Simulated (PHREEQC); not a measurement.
# Hard or scaling water: an equilibrium model

A solution holds 0.22 mmol/kgw Ca(HCO3)2, 48 mmol/kgw Na2SO4 and 1.7 mmol/kgw MgSO4, at 25 °C. Closed to the air; pH follows from the charge balance.

The numbers come from PHREEQC with the ion-association model, phreeqc.dat.

Each row changes one thing in this solution. This is a speciation only: nothing precipitates in the calculation.

| case | pH | ionic strength (mol/kgw) | NaSO4- (mol/kgw) | HSO4- (mol/kgw) | SI of Gypsum (CaSO4:2H2O) |
|---|---|---|---|---|---|
| as made | 7.95 | 0.135 | 0.00638 | 2.03e-8 | -1.64 |
| MgSO4 replaced by Fe2(SO4)3 at the same molality | 3.53 | 0.139 | 0.00645 | 0.000542 | -1.64 |
| temperature from 25 to 60 °C | … | 0.132 | 0.00709 | 1.04e-7 | -1.65 |
| MgSO4 left out | … | 0.132 | 0.00633 | 1.94e-8 | -1.65 |
| Na2SO4 from 0.048 to 0.0528 mol/kgw | 7.94 | 0.147 | 0.00739 | 2.20e-8 | -1.64 |
| Ca(HCO3)2 replaced by CaCl2 at the same molality | 7.15 | 0.135 | 0.00638 | 1.27e-7 | -1.64 |

Q: What belongs in the gaps?

A: 
- temperature from 25 to 60 °C, pH: 7.58
- MgSO4 left out, pH: 7.97

Some of these states are supersaturated (in Fe(OH)3(a), Hematite (slow to form), for instance). Away from 25 °C the constants follow the database's enthalpies or fits; those with neither stay at their 25 °C values.
